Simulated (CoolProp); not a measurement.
The numbers come from the reference Helmholtz-energy equation of state, Gedanitz 2015 in CoolProp.

Give the vapour pressure (bar), vapour density (kg/m³), surface tension (mN/m), liquid conductivity (mW/(m K)) of saturated cyclopentane at 26.65 °C.


```
T (°C)  p (bar)  vapour density (kg/m³)  surface tension (mN/m)  liquid conductivity (mW/(m K))
------  -------  ----------------------  ----------------------  ------------------------------
26.65     0.452                    1.30                    21.6                             126
```

Thermal conductivity comes from a separate model (Vassiliou 2015). Surface tension comes from a separate correlation (Mulero 2014).
